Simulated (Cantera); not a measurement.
Input (Python, Cantera):

```python
import numpy as np
import cantera as ct

gas = ct.Solution("gri30.yaml")
gas.TPX = 1675, 200000, {'CH4': 1, 'C2H6': 0.035, 'O2': 1.63, 'N2': 6.14}
reactor = ct.IdealGasConstPressureReactor(gas, energy="on", clone=False)
net = ct.ReactorNet([reactor])
net.rtol, net.atol = 1e-08, 1e-16
show = ['CH4', 'C2H6', 'O2', 'NO2', 'O', 'CH2', 'H']
times = np.geomspace(7e-06, 5, 15)

steps = ct.SolutionArray(gas, extra=["t"])
rows = []
print(f"{'t/s':>10s}{'T/K':>9s}{'P/Pa':>11s}" + "".join(f"{s:>11s}" for s in show))
for t in times:
    while net.time < t:
        t_next = net.step()
        steps.append(gas.state, t=t_next)
    rows.append([np.interp(t, steps.t, y) for y in (steps.T, steps.P, *steps(*show).X.T)])
    print(f"{t:10.3e}{rows[-1][0]:9.1f}{rows[-1][1]:11.4g}" + "".join(f"{x:11.3e}" for x in rows[-1][2:]))
rate = np.gradient(steps.T, steps.t)
print("integrator steps:", len(steps.t))
if steps.T.max() > steps.T[0] + 200:
    print(f"time of steepest temperature rise: {steps.t[rate.argmax()]:.4e} s")
gas.TPX = 1675, 200000, {'CH4': 1, 'C2H6': 0.035, 'O2': 1.63, 'N2': 6.14}
gas.equilibrate("HP")
print(f"equilibrium (HP): T = {gas.T:.1f} K  " + "  ".join(f"{s} {gas[s].X[0]:.3e}" for s in show))
```

Result:

```
       t/s      T/K       P/Pa        CH4       C2H6         O2        NO2          O        CH2          H
 7.000e-06   1672.6      2e+05  1.134e-01  3.663e-03  1.850e-01  1.187e-15  1.182e-06  2.323e-08  2.219e-06
 1.833e-05   1673.0      2e+05  1.120e-01  3.339e-03  1.841e-01  7.023e-14  3.296e-06  1.378e-07  8.338e-06
 4.801e-05   1708.5      2e+05  1.015e-01  2.988e-03  1.764e-01  6.928e-12  1.133e-05  8.682e-07  3.901e-05
 1.257e-04   2810.3      2e+05  6.514e-14  7.708e-27  7.160e-03  6.992e-08  5.380e-03  3.509e-13  2.062e-02
 3.293e-04   2879.2      2e+05  1.360e-13  2.111e-26  5.346e-03  3.362e-07  3.829e-03  6.029e-13  1.627e-02
 8.625e-04   2873.0      2e+05  1.464e-13  2.395e-26  4.916e-03  6.523e-07  3.582e-03  6.079e-13  1.603e-02
 2.259e-03   2870.9      2e+05  1.497e-13  2.488e-26  4.787e-03  7.473e-07  3.507e-03  6.085e-13  1.596e-02
 5.916e-03   2870.8      2e+05  1.498e-13  2.490e-26  4.784e-03  7.491e-07  3.506e-03  6.085e-13  1.596e-02
 1.549e-02   2870.8      2e+05  1.498e-13  2.490e-26  4.784e-03  7.491e-07  3.506e-03  6.085e-13  1.596e-02
 4.058e-02   2870.8      2e+05  1.498e-13  2.490e-26  4.784e-03  7.491e-07  3.506e-03  6.085e-13  1.596e-02
 1.063e-01   2870.8      2e+05  1.498e-13  2.490e-26  4.784e-03  7.491e-07  3.506e-03  6.085e-13  1.596e-02
 2.783e-01   2870.8      2e+05  1.498e-13  2.490e-26  4.784e-03  7.491e-07  3.506e-03  6.085e-13  1.596e-02
 7.290e-01   2870.8      2e+05  1.498e-13  2.490e-26  4.784e-03  7.491e-07  3.506e-03  6.085e-13  1.596e-02
 1.909e+00   2870.8      2e+05  1.498e-13  2.490e-26  4.784e-03  7.491e-07  3.506e-03  6.085e-13  1.596e-02
 5.000e+00   2870.8      2e+05  1.498e-13  2.490e-26  4.784e-03  7.491e-07  3.506e-03  6.085e-13  1.596e-02
integrator steps: 1684
time of steepest temperature rise: 7.9200e-05 s
equilibrium (HP): T = 2870.8 K  CH4 1.837e-13  C2H6 3.597e-26  O2 4.784e-03  NO2 7.491e-07  O 3.506e-03  CH2 6.391e-13  H 1.596e-02
```

Computed with Cantera and GRI-Mech 3.0 (53 species, 325 reactions).
